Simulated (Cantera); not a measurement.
Input: 1 mol Al, 11 mol O₂, 180 mol N₂, held at 1998.15 K and 72.0 Pa.

Method: chemical equilibrium by Gibbs-energy minimisation in Cantera with the NASA 1993 tables (ideal gas, pure condensed phases). Candidate condensed phases: Al, AlN, Al₂O₃; 16 gas species. Equilibrium is a limit: real reactors are often held back by kinetics, nucleation or transport.

Base state: N₂ 0.942, O₂ 0.0490, O 0.00544, NO 0.00402 (mole fractions); condensed: Al₂O₃(s).

Problem. What changes in the equilibrium state with this change: O₂ from 11 to 1.3 mol?

Solution. 
```tsv
species	before	after
N₂	0.942	0.996
O₂	0.0490	0.00206
O	0.00544	0.00112
NO	0.00402	0.000849
Al₂O₃(s), mol	0.500	0.500
```
